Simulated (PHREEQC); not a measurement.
A made-up water analysis in mg/kgw, 25 °C, pH 6.21, pe 12.9:

```csv
constituent,mg/kgw
Na,6.52
K,0.236
Ca,1.99
Mg,0.0417
Cl,0.983
S(6) as SO4,1.09
Alkalinity as HCO3,19.9
F,0.0027
Sr,0.11
N(5) as NO3,0.00532
```

Valence states are taken as typed.

Equilibrium calculation in PHREEQC: ion-association model, wateq4f.dat.

This is a speciation only: nothing precipitates in the calculation.

Question: Estimate the charge-balance error.

Answer: charge-balance error 2.4 %.

Question: In which forms is C present?

Answer: CO2 57 %, HCO3- 42 % of the C.

Species that the database lacks are ignored.
